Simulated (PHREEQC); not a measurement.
A PHREEQC input (ion-association model, wateq4f.dat):

```
SOLUTION 1
  temp 25
  units mg/kgw
  pH 6.55
  pe 9
  Na 0.0155
  K 0.0035
  Ca 0.0204
  Mg 0.00615
  Cl 0.0403
  S(6) 0.0338 as SO4
  Alkalinity 0.0236 as HCO3
  Cu(2) 0.000262
  Ni 3.01e-05
END
USE solution 1
EQUILIBRIUM_PHASES 1
  Quartz 0 0.5
  CO2(g) 3.4 10
END
```

The run finishes without an error or a warning.

Its last state differs from that of the intended input:

| quantity | as run | intended |
|---|---|---|
| pH | 2.72 | 5.64 |
| ionic strength (mol/kgw) | 0.00202 | 5.66e-6 |
| HCO3- (mol/kgw) | 0.00202 | 2.66e-6 |
| HSO4- (mol/kgw) | 4.89e-8 | 7.71e-11 |
| CaSO4 (mol/kgw) | 2.03e-11 | 3.49e-11 |
| MgSO4 (mol/kgw) | 1.19e-11 | 2.04e-11 |

One thing in the input isn't as intended. What explains the difference?

This is not unique; one that fits is The fault: the CO2 pressure typed with the wrong sign of its logarithm. The line should read `CO2(g) -3.4` where the input has `CO2(g) 3.4`.
